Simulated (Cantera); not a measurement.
Standard-state values (1 bar) from the NASA 1993 polynomials, evaluated with Cantera. Values are per mole of reaction as written; species without (g) are pure solids or liquids, kept so even where they would boil at 1 bar. VN: taken at fixed stoichiometry.

2 N2O(g) + 4 VO2(g) + 10 H(g) = 4 VN + 5 H2O2(g), with ΔH° = -2963.0 kJ and ΔS° = -1327.1 J/K at 300 K.

Problem. How far is the shortcut ΔG° ≈ ΔH°(300 K) − T·ΔS°(300 K) from the full temperature-dependent value at 623, 823, 1023, 1223, 1423 K?

Solution. 
| T (K) | shortcut (kJ) | full (kJ) | difference (kJ) | difference in log10 K |
|---|---|---|---|---|
| 623 | -2136.2 | -2125.5 | -10.7 | 0.90 |
| 823 | -1870.7 | -1847.9 | -22.8 | 1.45 |
| 1023 | -1605.3 | -1568.8 | -36.5 | 1.87 |
| 1223 | -1339.9 | -1289.1 | -50.7 | 2.17 |
| 1423 | -1074.5 | -1009.7 | -64.8 | 2.38 |
The shortcut ignores the heat-capacity change of the reaction.
